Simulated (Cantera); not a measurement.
A closed system holds: 1 mol TiCl4, 10 mol O2, 490 mol H2, at 1827 °C and 1.00 bar.

These are equilibrium values from Cantera (NASA tables, ideal gas, pure condensed phases), not measurements of a reactor. Candidate condensed phases: H2O, Ti, TiCl2, TiCl3, TiCl4, TiO, TiO2, Ti2O3, Ti3O5, Ti4O7; 23 gas species. Condensed phases not in the tables: Magnéli phases beyond Ti4O7. Rates play no part.

Base state: H2 0.952, H2O 0.0370, HCl 0.00810, H 0.00304, Cl 1.90e-5, OH 1.41e-5 (mole fractions); condensed: Ti4O7(l).

Q: What changes in the equilibrium state with this change: TiCl4 replaced by Ti(OiPr)4?

A: 
| species | before | after |
|---|---|---|
| H2 | 0.952 | 0.954 |
| CO | 0 | 0.0231 |
| H2O | 0.0370 | 0.0199 |
| HCl | 0.00810 | 0 |
| CO2 | 0 | 9.76e-5 |
| Cl | 1.90e-5 | 0 |
| Ti4O7(l), mol | 0.250 | 0 |
| Ti3O5(l), mol | 0 | 0.333 |
The feed counts by its element totals alone. Further candidate phases: C, C6H6, C7H8, C8H18, TiC.
